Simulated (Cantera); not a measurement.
A closed system holds: 1 mol SiH4, 3.4 mol NO, 0.23 mol H2, at 0.250 bar.

Equilibrium computed with Cantera from the NASA thermochemical tables; the gas is ideal and each condensed phase is pure. Candidate condensed phases: H2O, Si, SiO2, Si2N2O, Si3N4; 35 gas species. The tables hold silica as quartz up to 1696 K and as liquid above; real silica turns to tridymite and cristobalite and melts near 1996 K. Gases not in the tables: Si(OH)4. The numbers say what is thermodynamically allowed, not how fast it happens.

**Question.** Which condensed phases are stable at each of these points (T (°C)): 627, 827, 1027, 1227, 1427, 1627, 1827?

**Answer.** 
```tsv
T (°C)	condensed phases	Si condensed (%)
627	SiO2(β-quartz)	100.0
827	SiO2(β-quartz)	100.0
1027	SiO2(β-quartz)	100.0
1227	SiO2(β-quartz)	100.0
1427	SiO2(condensed)	100.0
1627	SiO2(condensed)	100.0
1827	SiO2(l)	99.7
```

From 627 °C to 1227 °C the condensed part is SiO2(β-quartz). From 1427 °C to 1627 °C the condensed part is SiO2(condensed). At 1827 °C the condensed part is SiO2(l).
